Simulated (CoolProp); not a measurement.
The fluid at 382.98 K and 0.749 MPa expands adiabatically to 0.0527 MPa with isentropic efficiency 0.7. The same conditions are run with several fluids, on thermodynamics alone (safety and materials aside).

Computed with CoolProp (reference Helmholtz-energy equation of state of each fluid (n-butane: Bücker 2006; vinyl chloride: Thol 2022; R142b: Lemmon 2006; ammonia: Gao 2020; dry air: Lemmon 2000)). Blends and air are pseudo-pure fits.

```csv
fluid,work (kJ/kg),final temperature (K),final density (kg/m³)
n-butane,87.4,329.4,1.13
vinyl chloride,75.3,292.4,1.37
R142b,…,…,2.01
ammonia,255,256.0,…
dry air,143,240.1,0.765
```

Question: Some entries are withheld; supply them.

Answer: 
- R142b, work (kJ/kg): 49.8
- R142b, final temperature (K): 319.9
- ammonia, final density (kg/m³): 0.426
